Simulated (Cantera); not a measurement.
Feed: 1 mol Cr, 28 mol N2, 0.064 mol H2O, held at 75.0 Torr.

These are equilibrium values from Cantera (NASA tables, ideal gas, pure condensed phases), not measurements of a reactor. Candidate condensed phases: Cr, CrN, Cr2N, Cr2O3, H2O; 29 gas species. Equilibrium is a limit: real reactors are often held back by kinetics, nucleation or transport. All values below are at 2250 K.

Base state: N2 0.963, Cr 0.0324, CrO 0.00197, H2 0.00161, H 0.000943, H2O 0.000113, CrO2 4.63e-5, NO 1.17e-5 (mole fractions); condensed: gas only.

### Question
What changes in the equilibrium state with this change: H2O from 0.064 to 2.2 mol?

### Answer
| species | before | after |
|---|---|---|
| N2 | 0.963 | 0.922 |
| H2 | 0.00161 | 0.0440 |
| H2O | 0.000113 | 0.0258 |
| Cr | 0.0324 | 0.00193 |
| OH | 9.95e-6 | 0.000433 |
| O | 4.01e-6 | 3.35e-5 |
| NO | 1.17e-5 | 9.55e-5 |
| H | 0.000943 | 0.00493 |
| CrO2 | 4.63e-5 | 0.000192 |
| Cr2O3(s), mol | 0 | 0.453 |

### Question
What changes in the equilibrium state with this change: H2O from 0.064 to 3.2 mol?

### Answer
```json
[
 {"species": "N2", "before": "0.963", "after": "0.893"},
 {"species": "H2O", "before": "0.000113", "after": "0.0542"},
 {"species": "H2", "before": "0.00161", "after": "0.0450"},
 {"species": "Cr", "before": "0.0324", "after": "0.000655"},
 {"species": "CrO", "before": "0.00197", "after": "0.000683"},
 {"species": "O2", "before": "1.18e-7", "after": "3.48e-5"},
 {"species": "OH", "before": "9.95e-6", "after": "0.000902"},
 {"species": "O", "before": "4.01e-6", "after": "6.89e-5"},
 {"species": "Cr2O3(s), mol", "before": "0", "after": "0.475"}
]
```
